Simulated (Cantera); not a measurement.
What does this Cantera script print?

```python
import numpy as np
import cantera as ct

gas_names = """
    CL CL2 H HCL H2 N NH NH2 NH3 N2 N2H2 N2H4 Si SiCL SiCL2 SiCL3 SiCL4 SiH SiHCL3 SiH2 SiH2CL2 SiH3
    SiH3CL SiH4 SiN Si2 Si2N Si3
""".split()
cond_names = """
    NH4CL(a) NH4CL(b) Si(cr) Si(L) Si3N4(a)
""".split()


def load(file, names, dense=False):
    # The tables refer to 1 bar. Condensed volumes are neglected.
    table = {s.name: s for s in ct.Species.list_from_file(file)}
    out = []
    for n in names:
        d = dict(table[n].input_data)
        d["thermo"] = dict(d["thermo"], **{"reference-pressure": 1e5})
        if dense:
            d["equation-of-state"] = {"model": "constant-volume", "density": "1e6 g/cm^3"}
        out.append(ct.Species.from_dict(d))
    return out


gas = ct.Solution(thermo="ideal-gas", species=load("nasa_gas.yaml", gas_names))
cond = {s.name: ct.Solution(thermo="fixed-stoichiometry", species=[s], name=s.name)
        for s in load("nasa_condensed.yaml", cond_names, dense=True)}
atoms = {
    'Si3N4': {'Si': 3, 'N': 4},
    'HCl': {'H': 1, 'CL': 1},
}
top_T = {'Si3N4(a)': 2400}  # K; cautious upper limits of use, not melting points


def equilibrate(T, P, feed):
    n = {}
    for name, mol in feed.items():
        for a, k in atoms[name].items():
            n[a] = n.get(a, 0.0) + k * mol
    gas.TPX = T, P, n
    mass = sum(n.values()) * gas.mean_molecular_weight
    gas.equilibrate("TP")
    valid = [c for c in cond.values() if c.min_temp <= T <= top_T.get(c.name, c.max_temp)]
    mix = ct.Mixture([(gas, mass / gas.mean_molecular_weight)] + [(c, 0.0) for c in valid])
    mix.T, mix.P = T, P
    mix.equilibrate("TP", solver="vcs", rtol=1e-11, max_steps=5000)
    return mix


results = []
feed = {'Si3N4': 1, 'HCl': 16}  # mol
P = 10000  # Pa
for T in [1023, 1048, 1073, 1098, 1123, 1148, 1173, 1198, 1223, 1248, 1273, 1298, 1323]:
    mix = equilibrate(T, P, feed)
    results.append((T, P, feed, dict(zip(mix.species_names, mix.species_moles))))

top = {s: max(r[3][s] / sum(r[3][g] for g in gas_names) for r in results) for s in gas_names}
cols = sorted((s for s in top if top[s] > 1e-05), key=lambda s: -top[s])[:6]
seen = [c for c in cond_names if any(r[3].get(c, 0) > 1e-12 for r in results)]
print("log10 of partial pressures in bar; condensed amounts in mol")
print(f"{'T/K':>10s}" + "".join(f"{s[:9]:>10s}" for s in cols + seen))
for T, P, feed, n in results:
    ng = sum(n[g] for g in gas_names)
    print(f"{T:10.4g}" + "".join(f"{np.log10(max(n[s] / ng * P / 1e5, 1e-99)):10.3f}" for s in cols)
          + "".join(f"{n.get(c, 0):10.4g}" for c in seen))
```

It prints:

```
log10 of partial pressures in bar; condensed amounts in mol
       T/K       HCL        H2     SiCL4        N2     SiCL3    SiHCL3  Si3N4(a)
      1023    -1.385    -1.495    -1.797    -1.970    -4.866    -3.980    0.1869
      1048    -1.379    -1.499    -1.802    -1.974    -4.667    -3.913    0.1941
      1073    -1.373    -1.503    -1.807    -1.978    -4.477    -3.849    0.2008
      1098    -1.368    -1.507    -1.812    -1.982    -4.296    -3.788     0.207
      1123    -1.363    -1.511    -1.817    -1.985    -4.124    -3.730    0.2127
      1148    -1.359    -1.515    -1.822    -1.988    -3.959    -3.676    0.2179
      1173    -1.355    -1.519    -1.827    -1.991    -3.803    -3.624    0.2225
      1198    -1.351    -1.522    -1.833    -1.994    -3.653    -3.574    0.2263
      1223    -1.347    -1.526    -1.839    -1.996    -3.510    -3.528    0.2293
      1248    -1.344    -1.529    -1.846    -1.997    -3.374    -3.484    0.2311
      1273    -1.342    -1.533    -1.854    -1.998    -3.245    -3.444    0.2316
      1298    -1.339    -1.536    -1.864    -1.998    -3.122    -3.406    0.2302
      1323    -1.338    -1.539    -1.876    -1.997    -3.006    -3.372    0.2264
```

These are equilibrium values from Cantera (NASA tables, ideal gas, pure condensed phases), not measurements of a reactor. The tables' values for SiCl3 are old estimates; treat these amounts as uncertain.
